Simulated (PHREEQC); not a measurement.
K2CO3 is added in steps, without added water, to 1 kg of water holding 0.00063 mol Ca(HCO3)2, 0.00024 mol Na2HPO4 and 0.011 mol MgSO4, at 25 °C. Oxygen is held at 0.21 atm. The system is closed to CO2. The run lets Calcite, Gypsum, Brucite, Portlandite, Magnesite, Hydroxyapatite, Mirabilite, Epsomite, Nahcolite, Natron precipitate or redissolve, and no other solid.

Base run: PHREEQC, ion-association model, wateq4f.dat. Each further column changes one thing. The table gives pH.

| K2CO3 added (mol) | base | metal-ligand complexes left out | Davies equation for every ion | Debye-Hückel limiting law |
|---|---|---|---|---|
| 0 | 7.29 | 7.17 | 7.30 | 7.34 |
| 0.0022 | 7.73 | 7.58 | 7.75 | 7.81 |
| 0.0044 | 7.85 | 7.68 | 7.86 | 7.92 |
| 0.0055 | 7.92 | 7.75 | 7.93 | 7.99 |
| 0.0077 | 8.12 | 7.93 | 8.13 | 8.18 |
| 0.0099 | 8.50 | 8.31 | 8.52 | 8.56 |
| 0.0121 | 9.69 | 9.66 | 9.68 | 9.64 |
| 0.0143 | 10.26 | 10.25 | 10.25 | 10.18 |
| 0.0165 | 10.47 | 10.46 | 10.46 | 10.39 |
| 0.0176 | 10.53 | 10.53 | 10.53 | 10.45 |
| 0.0198 | 10.64 | 10.63 | 10.63 | 10.55 |
| 0.022 | 10.71 | 10.71 | 10.70 | 10.61 |

H3PO4, which wateq4f.dat lacks, is added to it with the constant of phreeqc.dat.
